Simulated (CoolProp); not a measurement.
Vapour-liquid equilibrium of propylene (1) + propane (2) at 286.4 K; x and y are mole fractions of (1).

Computed with CoolProp (multi-fluid Helmholtz-energy mixture model, Lemmon 2013 and Lemmon 2009; pair parameters Bell 2016).

| x | bubble pressure, mixture model (MPa) | bubble pressure, Raoult's law (MPa) | y, mixture model | y, Raoult's law |
|---|---|---|---|---|
| 0.05 | 0.7082 | 0.7049 | 0.062 | 0.060 |
| 0.2 | 0.7388 | 0.7279 | 0.235 | 0.234 |
| 0.35 | 0.7662 | 0.7510 | 0.394 | 0.397 |
| 0.5 | 0.7905 | 0.7741 | 0.541 | 0.550 |
| 0.65 | 0.8120 | 0.7972 | 0.682 | 0.694 |
| 0.8 | 0.8306 | 0.8202 | 0.818 | 0.830 |
| 0.95 | 0.8464 | 0.8433 | 0.954 | 0.959 |

The largest gap from Raoult's law is +2.1 % in bubble pressure, at x = 0.5. No azeotrope shows between x = 0.05 and 0.95.

Pair parameters are fitted to limited data, so mixtures are less certain than the pure fluids.
